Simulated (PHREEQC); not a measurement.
Solution (25 °C): 0.23 mol/kgw K3PO4. Closed to the air; pH follows from the charge balance.

All values are PHREEQC results (ion-association model, wateq4f.dat), not measurements.

```
Item                     Result
-----------------  ------------
pH                        12.23
ionic strength     1.31 mol/kgw
activity of water         0.984
total alkalinity     460 meq/kg
```

```json
[
 {"species": "K+", "molality": "0.685", "activity": "0.401", "log γ": "-0.232"},
 {"species": "PO4-3", "molality": "0.200", "activity": "0.00300", "log γ": "-1.824"},
 {"species": "OH-", "molality": "0.0300", "activity": "0.0168", "log γ": "-0.252"},
 {"species": "HPO4-2", "molality": "0.0252", "activity": "0.00390", "log γ": "-0.811"},
 {"species": "KHPO4-", "molality": "0.00476", "activity": "0.00305", "log γ": "-0.193"},
 {"species": "H2PO4-", "molality": "5.75e-8", "activity": "3.69e-8", "log γ": "-0.193"}
]
```

Precipitation was switched off in this run. Ionic strength above about 0.7 mol/kgw puts this run outside the model's range. H3PO4, which wateq4f.dat lacks, is added to it with the constant of phreeqc.dat.
